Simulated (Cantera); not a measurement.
# SiC + Si + H₂ (sublimation and decomposition of ceramics)

Feed: 1 mol SiC, 0.0044 mol Si, 1.4 mol H₂, at 0.0735 Torr.

Equilibrium computed with Cantera from the NASA thermochemical tables; the gas is ideal and each condensed phase is pure. Candidate condensed phases: C, C₆H₆, C₇H₈, C₈H₁₈, Si, SiC; 87 gas species. The numbers say what is thermodynamically allowed, not how fast it happens.

| T (K) | x H | x Si | x H₂ | x SiC₂ | x C₃ | n C(graphite) |
|---|---|---|---|---|---|---|
| 2248 | 0.391 | 0.290 | 0.277 | 0.0333 | 6.38e-5 | 0.774 |
| 2273 | 0.424 | 0.283 | 0.249 | 0.0356 | 0.000103 | 0.759 |
| 2298 | 0.456 | 0.276 | 0.223 | 0.0379 | 0.000164 | 0.743 |
| 2323 | 0.488 | 0.269 | 0.197 | 0.0402 | 0.000260 | 0.724 |
| 2348 | 0.518 | 0.262 | 0.173 | 0.0425 | 0.000407 | 0.704 |
| 2373 | 0.546 | 0.255 | 0.150 | 0.0448 | 0.000630 | 0.682 |
| 2398 | 0.572 | 0.248 | 0.129 | 0.0472 | 0.000967 | 0.657 |
| 2423 | 0.595 | 0.241 | 0.110 | 0.0496 | 0.00147 | 0.630 |
| 2448 | 0.615 | 0.234 | 0.0935 | 0.0521 | 0.00222 | 0.598 |
| 2473 | 0.632 | 0.228 | 0.0787 | 0.0546 | 0.00332 | 0.561 |
| 2498 | 0.646 | 0.221 | 0.0659 | 0.0571 | 0.00492 | 0.517 |
| 2523 | 0.658 | 0.215 | 0.0549 | 0.0596 | 0.00723 | 0.462 |
| 2548 | 0.666 | 0.209 | 0.0455 | 0.0621 | 0.0105 | 0.394 |
x: gas mole fraction; n: condensed amount in mol.

From 2248 K to 2548 K the condensed part is C(graphite). The main Si-bearing gas is Si throughout.
